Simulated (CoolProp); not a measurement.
Values from CoolProp's reference Helmholtz-energy equation of state, Penoncello 2003.

**Question.** Give the vapour pressure (bar), vapour density (kg/m³), enthalpy of vaporisation (kJ/kg), liquid cp (kJ/(kg K)) of saturated CHF3 (R23) at -38.65, -25.65 °C.

**Answer.** 
```
T (°C)  p (bar)  vapour density (kg/m³)  enthalpy of vaporisation (kJ/kg)  liquid cp (kJ/(kg K))
------  -------  ----------------------  --------------------------------  ---------------------
-38.65     7.43                    31.5                               197                   1.38
-25.65     11.6                    50.0                               181                   1.47
```
